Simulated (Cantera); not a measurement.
A perfectly stirred reactor is fed with CO : O2 : H2O : N2 = 0.017 : 0.077 : 0.00097 : 1 (molar parts), equivalence ratio 0.11, at 2.57 atm; it is held at 1523 K, and followed from long to short residence time.

Model: GRI-Mech 3.0 (53 species, 325 reactions), integrated in Cantera.

x: mole fraction; the columns are a selection and need not sum to one.

```csv
τ (s),x CO,x O2,x H2O,x N2O,x CO2,x H2,x OH
16,1.28e-5,0.0630,0.000887,3.66e-7,0.0156,2.68e-8,1.08e-5
7.7,2.17e-5,0.0630,0.000886,5.36e-7,0.0156,4.06e-8,1.32e-5
3.6,3.72e-5,0.0630,0.000885,7.99e-7,0.0156,6.37e-8,1.62e-5
1.7,6.32e-5,0.0631,0.000883,1.17e-6,0.0156,1.01e-7,2.00e-5
0.81,0.000106,0.0631,0.000880,1.67e-6,0.0155,1.59e-7,2.47e-5
0.38,0.000180,0.0631,0.000877,2.30e-6,0.0155,2.58e-7,3.07e-5
0.18,0.000302,0.0631,0.000873,2.99e-6,0.0153,4.17e-7,3.81e-5
0.084,0.000509,0.0632,0.000867,3.64e-6,0.0151,6.81e-7,4.75e-5
0.040,[?],0.0633,0.000860,4.10e-6,0.0148,[?],[?]
0.019,0.00136,0.0635,0.000851,4.31e-6,0.0143,1.73e-6,7.25e-5
0.0088,[?],0.0639,0.000839,4.27e-6,0.0134,[?],[?]
```

### Question
Fill in the missing entries.

### Answer

- 0.040, x CO: 0.000837
- 0.040, x H2: 1.09e-6
- 0.040, x OH: 5.88e-5
- 0.0088, x CO: 0.00222
- 0.0088, x H2: 2.71e-6
- 0.0088, x OH: 8.91e-5
